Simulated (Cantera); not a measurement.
A perfectly stirred reactor is fed with 6.28 % CH₄, 19.6 % O₂, 74.1 % N₂, at 4.93 atm; it is adiabatic with a 423 K inlet, and is followed from long to short residence time, starting on the burning branch (τ in s: 0.12, 0.056, 0.025, 0.011, 0.0052, 0.0023, 0.0011, 0.00048, 0.00022, 9.7e-05, 4.4e-05, 2e-05).

Computed with Cantera and GRI-Mech 3.0 (53 species, 325 reactions).

One state of this run: T (K) = 1828; x CH₄ = 1.55e-5; x O₂ = 0.0703; x C₂H₄ = 7.51e-9; x C₂H₆ = 1.28e-9; x O = 5.19e-5; x NO₂ = 6.07e-8. x: mole fraction; the columns are a selection and need not sum to one.

**Question.** Which value of τ (s) does it belong to?
(A) 0.025
(B) 0.056
(C) 0.12
(D) 0.0023

**Answer.** A, 0.025
